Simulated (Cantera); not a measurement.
A perfectly stirred reactor is fed with CH₄ : H₂ : O₂ : N₂ = 1 : 0.1 : 3.66 : 13.8 (molar parts), equivalence ratio 0.56, at 2.80 bar; it is adiabatic with a 425 K inlet, and is followed from long to short residence time, starting on the burning branch (τ in s: 0.024, 0.014, 0.0082, 0.0047, 0.0027, 0.0016, 0.00092, 0.00054, 0.00031, 0.00018, 0.0001, 6.1e-05, 3.5e-05).

Computed with Cantera and GRI-Mech 3.0 (53 species, 325 reactions).

Problem. What does this change do: 1.4 parts CO2 added?

Solution. 
```
quantity                                                                        before                                after
------------------------------------------------  ------------------------------------  -----------------------------------
blow-out, bracketed by the residence times tried  burning at 0.310 ms, out at 0.180 ms  burning at 1.60 ms, out at 0.920 ms
x(CH₄) at τ = 24.0 ms                                                          2.76e-5                              4.72e-5
x(H₂) at τ = 24.0 ms                                                           6.49e-5                              6.10e-5
x(O₂) at τ = 24.0 ms                                                            0.0870                               0.0812
x(H₂O₂) at τ = 24.0 ms                                                         1.71e-7                              2.21e-7
x(O) at τ = 24.0 ms                                                            7.35e-5                              4.79e-5
x(CH₄) at τ = 0.920 ms                                                        0.000264                               0.0501
x(H₂) at τ = 0.920 ms                                                         0.000566                              0.00501
x(O₂) at τ = 0.920 ms                                                           0.0891                                0.183
x(H₂O₂) at τ = 0.920 ms                                                        6.93e-7                               <1e-12
x(O) at τ = 0.920 ms                                                          0.000484                               <1e-12
```
